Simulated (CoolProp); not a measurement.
The numbers come from the reference Helmholtz-energy equation of state, Lemmon 2013 in CoolProp.

**Question.** For propylene, give the phase and the cp (kJ/(kg K)) at 557.5 K and 0.101 MPa.

**Answer.** 
- 557.5 K and 0.101 MPa: gas; cp 2.44
